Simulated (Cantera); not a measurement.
An isothermal, constant-pressure homogeneous reactor starts with C2H4 : H2 = 1 : 18 (molar parts), at 1850 K and 7.13 Torr.

Cantera simulation using GRI-Mech 3.0 (53 species, 325 reactions); the numbers are that mechanism's predictions, not measurements. GRI-Mech 3.0 was tuned for natural gas; its chemistry of ethylene as a main component is partial and can be far from experiment. GRI-Mech 3.0 stops at C3 and has no aromatics, soot or wall deposition, so with more carbon than oxygen in the feed, carbon stays in small species such as C2H2 where larger ones or solid carbon would form. Radical loss at walls, strong at low pressure, is not modelled.

x: mole fraction; the columns are a selection and need not sum to one.

```json
[
 {"t (s)": "3.00e-5", "x C2H4": "0.0525", "x H2": "0.947", "x C2H6": "7.17e-10", "x CH3": "6.44e-11", "x H": "4.57e-7", "x C2H": "<1e-12", "x C2H2": "0.000124"},
 {"t (s)": "0.000114", "x C2H4": "0.0521", "x H2": "0.947", "x C2H6": "4.13e-9", "x CH3": "1.07e-9", "x H": "1.85e-6", "x C2H": "9.95e-12", "x C2H2": "0.000470"},
 {"t (s)": "0.000431", "x C2H4": "0.0508", "x H2": "0.947", "x C2H6": "1.12e-8", "x CH3": "5.15e-9", "x H": "7.12e-6", "x C2H": "1.43e-10", "x C2H2": "0.00177"},
 {"t (s)": "0.00164", "x C2H4": "0.0458", "x H2": "0.948", "x C2H6": "1.51e-8", "x CH3": "1.05e-8", "x H": "2.65e-5", "x C2H": "[?]", "x C2H2": "0.00653"},
 {"t (s)": "0.00621", "x C2H4": "0.0297", "x H2": "0.948", "x C2H6": "1.46e-8", "x CH3": "1.92e-8", "x H": "8.61e-5", "x C2H": "[?]", "x C2H2": "0.0218"},
 {"t (s)": "0.0235", "x C2H4": "0.00432", "x H2": "0.950", "x C2H6": "3.29e-9", "x CH3": "2.80e-8", "x H": "0.000196", "x C2H": "[?]", "x C2H2": "0.0459"},
 {"t (s)": "0.0892", "x C2H4": "1.66e-5", "x H2": "0.949", "x C2H6": "2.35e-11", "x CH3": "7.96e-8", "x H": "0.000581", "x C2H": "[?]", "x C2H2": "0.0500"},
 {"t (s)": "0.338", "x C2H4": "1.04e-5", "x H2": "0.948", "x C2H6": "2.48e-11", "x CH3": "2.83e-7", "x H": "0.00198", "x C2H": "[?]", "x C2H2": "0.0499"},
 {"t (s)": "1.28", "x C2H4": "7.76e-6", "x H2": "0.945", "x C2H6": "1.91e-11", "x CH3": "1.06e-6", "x H": "0.00472", "x C2H": "[?]", "x C2H2": "0.0499"},
 {"t (s)": "4.87", "x C2H4": "7.42e-6", "x H2": "0.945", "x C2H6": "2.44e-11", "x CH3": "3.48e-6", "x H": "0.00541", "x C2H": "3.07e-6", "x C2H2": "0.0498"},
 {"t (s)": "18.5", "x C2H4": "7.42e-6", "x H2": "0.945", "x C2H6": "5.71e-11", "x CH3": "8.08e-6", "x H": "0.00541", "x C2H": "3.07e-6", "x C2H2": "0.0498"},
 {"t (s)": "70.0", "x C2H4": "7.42e-6", "x H2": "0.945", "x C2H6": "6.67e-11", "x CH3": "8.99e-6", "x H": "0.00541", "x C2H": "3.07e-6", "x C2H2": "0.0498"}
]
```

What belongs in the gaps?


- 0.00164, x C2H: 1.96e-9
- 0.00621, x C2H: 2.12e-8
- 0.0235, x C2H: 1.02e-7
- 0.0892, x C2H: 3.28e-7
- 0.338, x C2H: 1.12e-6
- 1.28, x C2H: 2.68e-6
